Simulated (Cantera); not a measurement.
Cantera run:

```python
import numpy as np
import cantera as ct

gas_names = """
    CL CL2 H HCL H2 Si SiCL SiCL2 SiCL3 SiCL4 SiH SiHCL3 SiH2 SiH2CL2 SiH3 SiH3CL SiH4 Si2 Si3
""".split()
cond_names = """
    Si(cr) Si(L)
""".split()


def load(file, names, dense=False):
    # The tables refer to 1 bar. Condensed volumes are neglected.
    table = {s.name: s for s in ct.Species.list_from_file(file)}
    out = []
    for n in names:
        d = dict(table[n].input_data)
        d["thermo"] = dict(d["thermo"], **{"reference-pressure": 1e5})
        if dense:
            d["equation-of-state"] = {"model": "constant-volume", "density": "1e6 g/cm^3"}
        out.append(ct.Species.from_dict(d))
    return out


gas = ct.Solution(thermo="ideal-gas", species=load("nasa_gas.yaml", gas_names))
cond = {s.name: ct.Solution(thermo="fixed-stoichiometry", species=[s], name=s.name)
        for s in load("nasa_condensed.yaml", cond_names, dense=True)}
atoms = {
    'Si3H8': {'Si': 3, 'H': 8},
    'HCl': {'H': 1, 'CL': 1},
    'H2': {'H': 2},
}
top_T = {}  # K; cautious upper limits of use, not melting points


def equilibrate(T, P, feed):
    n = {}
    for name, mol in feed.items():
        for a, k in atoms[name].items():
            n[a] = n.get(a, 0.0) + k * mol
    gas.TPX = T, P, n
    mass = sum(n.values()) * gas.mean_molecular_weight
    gas.equilibrate("TP")
    valid = [c for c in cond.values() if c.min_temp <= T <= top_T.get(c.name, c.max_temp)]
    mix = ct.Mixture([(gas, mass / gas.mean_molecular_weight)] + [(c, 0.0) for c in valid])
    mix.T, mix.P = T, P
    mix.equilibrate("TP", solver="vcs", rtol=1e-11, max_steps=5000)
    return mix


results = []
feed = {'Si3H8': 1, 'HCl': 0.034, 'H2': 12}  # mol
T = 1375  # K
P = 38000  # Pa
mix = equilibrate(T, P, feed)
results.append((T, P, feed, dict(zip(mix.species_names, mix.species_moles))))
x = sorted(zip(gas.X, gas.species_names), reverse=True)
print(f"T = {T:g} K  P = {P:g} Pa  gas = {mix.phase_moles(0):.4g} mol")
print("   x: " + "  ".join(f"{s} {v:.3e}" for v, s in x if v > 0.001))
print("   condensed (mol): " + ("  ".join(f"{mix.phase(i).name} {mix.phase_moles(i):.4g}"
      for i in range(1, mix.n_phases) if mix.phase_moles(i) > 1e-12) or "none"))
```

It prints:

```
T = 1375 K  P = 38000 Pa  gas = 16.03 mol
   x: H2 9.979e-01  HCL 2.093e-03
   condensed (mol): Si(cr) 3
```

Cantera equilibrium calculation (NASA polynomials, part measured and part estimated; ideal gas, pure solids and liquids). The feed counts by its element totals alone.
